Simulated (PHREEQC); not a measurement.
Na2SO4 is added in steps, without added water, to 1 kg of water holding 52 mmol/kgw KOH and 10 mmol/kgw Al(NO3)3, at 60 °C. O2 is buffered at 0.21 atm. CO2 from the air is kept out. The run lets Al(OH)3(a), Basaluminite, Mirabilite, AlumK precipitate or redissolve, and no other solid.

Base run: PHREEQC, ion-association model, wateq4f.dat. Each further column changes one thing. The table gives pH.

```csv
Na2SO4 added (mol),base,KOH from 0.052 to 0.104 mol/kgw,diluted 2-fold with water,temperature from 60 to 45 °C,no solid may form
0,11.01,11.71,10.74,11.39,11.01
0.0117,11.00,11.70,10.71,11.37,11.00
0.02145,10.98,11.69,10.69,11.36,10.98
0.03315,10.97,11.68,10.68,11.35,10.97
0.04485,10.96,11.68,10.67,11.34,10.96
0.05655,10.95,11.67,10.66,11.33,10.95
0.0663,10.95,11.67,10.65,11.33,10.95
0.078,10.94,11.66,10.65,11.32,10.94
```

Constants without temperature data keep their 25 °C values here.
